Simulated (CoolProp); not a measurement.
Vapour-liquid equilibrium of fluoroethane (R161) (1) + R134a (2) at 1.41 MPa; x and y are mole fractions of (1).

Values from CoolProp's multi-fluid Helmholtz-energy mixture model, Wu 2012 and Tillner-Roth 1994; pair parameters Bell 2016.

| x | bubble temperature (°C) | y at the bubble point | dew temperature at overall composition x (°C) | liquid density (mol/L) |
|---|---|---|---|---|
| 0.05 | 52.3 | 0.056 | 52.4 | 10.82 |
| 0.2 | 51.1 | 0.225 | 51.3 | 11.25 |
| 0.35 | 49.6 | 0.389 | 50.0 | 11.71 |
| 0.5 | 48.0 | 0.548 | 48.5 | 12.20 |
| 0.65 | 46.1 | 0.699 | 46.8 | 12.71 |
| 0.8 | 44.2 | 0.838 | 44.7 | 13.25 |
| 0.95 | 42.1 | 0.962 | 42.3 | 13.82 |

No azeotrope shows between x = 0.05 and 0.95.

Pair parameters are fitted to limited data, so mixtures are less certain than the pure fluids.
